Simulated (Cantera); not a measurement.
Input: 1 mol CCl₄, 1.5 mol CH₄, 3.2 mol H₂, held at 0.0100 bar.

Cantera equilibrium calculation (NASA polynomials, part measured and part estimated; ideal gas, pure solids and liquids). Candidate condensed phases: C, C₆H₆, C₇H₈, C₈H₁₈; 103 gas species. Ions and electrons are included (thermal ionisation). The numbers say what is thermodynamically allowed, not how fast it happens.

**Question.** Which condensed phases are stable at each of these points (T (°C)): 2727, 3227, 3727, 4227, 4727?

**Answer.** 
| T (°C) | condensed phases | C condensed (%) |
|---|---|---|
| 2727 | C(graphite) | 22.8 |
| 3227 | gas only | 0.0 |
| 3727 | gas only | 0.0 |
| 4227 | gas only | 0.0 |
| 4727 | gas only | 0.0 |

At 2727 °C the condensed part is C(graphite). From 3227 °C to 4727 °C nothing is condensed.
